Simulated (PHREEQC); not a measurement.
Consider water at 35 °C with 0.0044 mol/kgw FeSO4. Closed to the air; pH follows from the charge balance.

Computed with PHREEQC (ion-association model, phreeqc.dat).

Each row changes one thing in this solution. This is a speciation only: nothing precipitates in the calculation.

```tsv
case	pH	ionic strength (mol/kgw)	SO4-2 (mol/kgw)	HSO4- (mol/kgw)
as made	5.97	0.0137	0.00342	3.14e-7
FeSO4 from 0.0044 to 0.00396 mol/kgw	5.98	0.0125	0.00312	2.82e-7
FeSO4 replaced by CaSO4 at the same molality	6.88	0.0140	0.00349	3.90e-8
diluted 5-fold with water	6.20	0.00319	0.000797	5.11e-8
0.00047 mol/kgw NH3 added	8.40	0.0136	0.00348	1.18e-9
FeSO4 replaced by ZnSO4 at the same molality	5.71	0.0132	0.00327	5.56e-7
FeSO4 replaced by KHSO4 at the same molality	2.50	0.0112	0.00338	0.000940
```
